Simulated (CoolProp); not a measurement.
Saturated liquid density (kg/m³) of C3F8 (R218): the reference equation beside estimates from Tc = 345.0 K, pc = 2640 kPa, ω = 0.317. Rackett uses Z = 0.29056 − 0.08775 ω.

Computed with CoolProp (reference Helmholtz-energy equation of state, Lemmon 2006). It is a short technical equation, of lower accuracy than the large ones.

| T (K) | reference | Rackett | van der Waals | Redlich-Kwong | Soave-Redlich-Kwong | Peng-Robinson |
|---|---|---|---|---|---|---|
| 275 | 1446 | 1537 | 895.0 | 1266 | ___ | 1525 |
| 281.5 | 1414 | 1502 | 874.4 | 1229 | 1306 | ___ |
| 288 | ___ | 1465 | 852.6 | 1189 | 1266 | ___ |
| 294.5 | 1345 | 1425 | 829.4 | 1148 | 1222 | 1388 |
| 301 | 1306 | 1384 | 804.7 | ___ | 1176 | 1334 |
| 307.5 | 1265 | ___ | 778.0 | 1055 | 1124 | 1275 |
| 314 | 1219 | 1289 | 748.8 | 1003 | 1068 | 1209 |
| 320.5 | 1168 | 1234 | 716.4 | 945.9 | 1005 | 1135 |
| 327 | 1107 | 1171 | ___ | 880.9 | 932.3 | 1050 |
| 333.5 | 1032 | 1093 | 634.9 | 803.9 | ___ | 947.6 |

Task: What belongs in the gaps?

Result: 
- 275, Soave-Redlich-Kwong: 1344
- 281.5, Peng-Robinson: 1483
- 288, reference: 1380
- 288, Peng-Robinson: 1437
- 301, Redlich-Kwong: 1103
- 307.5, Rackett: 1338
- 327, van der Waals: 679.3
- 333.5, Soave-Redlich-Kwong: 845.5

Absolute difference from the reference over all 10 rows, mean and median: Rackett 5.9 and 5.9 %, van der Waals 38.4 and 38.4 %, Redlich-Kwong 16.5 and 16.1 %, Soave-Redlich-Kwong 11.3 and 10.6 %, Peng-Robinson 3.8 and 3.7 %.
